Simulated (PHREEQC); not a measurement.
## Nickel, zinc or cadmium bath: an equilibrium model

Make-up at 94 °C: 0.013 mol/kgw ZnSO4, 0.0003 mol/kgw H3BO3 and 0.18 mol/kgw FeSO4. Closed to the air; pH follows from the charge balance.

Computed with PHREEQC (ion-association model, phreeqc.dat).

| Item | Value |
|---|---|
| pH | 5.21 |
| ionic strength | 0.287 mol/kgw |
| specific conductance | 30100 µS/cm |
| density | 0.993 g/cm³ |

| species | molality | activity | log γ |
|---|---|---|---|
| FeSO4 | 0.113 | 0.121 | 0.029 |
| SO4-2 | 0.0698 | 0.0148 | -0.673 |
| Fe+2 | 0.0665 | 0.0165 | -0.604 |
| ZnSO4 | 0.00572 | 0.00611 | 0.029 |
| Zn+2 | 0.00526 | 0.00114 | -0.662 |
| Zn(SO4)2-2 | 0.00200 | 0.000478 | -0.621 |
| H3BO3 | 0.000300 | 0.000320 | 0.029 |
| FeOH+ | 8.13e-5 | 5.55e-5 | -0.165 |
| HSO4- | 7.82e-5 | 5.47e-5 | -0.155 |

Precipitation was switched off in this run. Away from 25 °C the constants follow the database's enthalpies or fits; those with neither stay at their 25 °C values.
